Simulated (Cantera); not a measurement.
An adiabatic, constant-pressure homogeneous reactor starts with 1.23 % CH4, 0.0970 % C2H6, 1.000 % C3H8, 11.2 % O2, 86.4 % N2, at 1075 K and 2200000 Pa.

Cantera simulation using GRI-Mech 3.0 (53 species, 325 reactions); the numbers are that mechanism's predictions, not measurements. GRI-Mech 3.0 was tuned for natural gas; its chemistry of propane as a main component is partial and can be far from experiment. The pressure lies above the range GRI-Mech 3.0 was tuned for (to about 10 atm).

x: mole fraction; the columns are a selection and need not sum to one.

```
t (s)     T (K)   x CH4    x C2H6   x C3H8      x H2    x NO2     x H2O
--------  -----  ------  --------  -------  --------  -------  --------
2.00e-6    1075  0.0123  0.000970  0.01000  9.97e-12   <1e-12  2.26e-11
5.37e-6    1075  0.0123  0.000970  0.01000  3.17e-11   <1e-12  1.53e-10
1.44e-5    1075  0.0123  0.000970  0.01000  1.07e-10   <1e-12   1.11e-9
3.86e-5    1075  0.0123  0.000970  0.01000  4.80e-10   <1e-12   8.93e-9
0.000104   1075  0.0123  0.000970  0.01000       [?]   <1e-12   8.30e-8
0.000278   1075  0.0123  0.000970  0.00999       [?]   <1e-12   9.28e-7
0.000746   1075  0.0124  0.000970  0.00998       [?]   <1e-12   9.74e-6
0.00200    1075  0.0124  0.000971  0.00991       [?]   <1e-12   6.33e-5
0.00537    1077  0.0124  0.000986  0.00943       [?]   <1e-12  0.000527
0.0144     1931  <1e-12    <1e-12   <1e-12   1.31e-5  4.63e-8    0.0667
0.0386     1931  <1e-12    <1e-12   <1e-12   1.31e-5  1.73e-7    0.0667
0.104      1930  <1e-12    <1e-12   <1e-12   1.30e-5  5.09e-7    0.0667
0.278      1930  <1e-12    <1e-12   <1e-12   1.30e-5  1.37e-6    0.0667
0.746      1929  <1e-12    <1e-12   <1e-12   1.29e-5  3.37e-6    0.0667
2.00       1926  <1e-12    <1e-12   <1e-12   1.28e-5  6.72e-6    0.0667
```

Problem. Complete the blanks.

Solution. 
- 0.000104, x H2: 3.64e-9
- 0.000278, x H2: 4.79e-8
- 0.000746, x H2: 6.40e-7
- 0.00200, x H2: 4.68e-6
- 0.00537, x H2: 4.64e-5
